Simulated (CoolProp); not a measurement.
A closed Brayton cycle with carbon dioxide: compressor inlet 321.15 K and 9.5 MPa, high pressure 19.1 MPa, turbine inlet 620 K, compressor efficiency 0.8, turbine efficiency 0.93, recuperator effectiveness 0 (on enthalpy, no pinch check). Each further row changes one setting.

Values from CoolProp's reference Helmholtz-energy equation of state, Span 1996.

```csv
case,thermal efficiency (%),net work (kJ/kg),compressor to turbine work,compressor exit (K),turbine exit (K)
as stated,11.2,41.3,0.40,367.2,545.5
turbine inlet 570 K,11.0,33.9,0.45,367.2,498.5
compressor inlet 331.15 K,10.5,34.0,0.51,387.9,545.5
high pressure 16.2 MPa,8.8,33.6,0.38,356.1,562.9
recuperator effectiveness 0.5,15.9,41.3,0.40,367.2,545.5
```
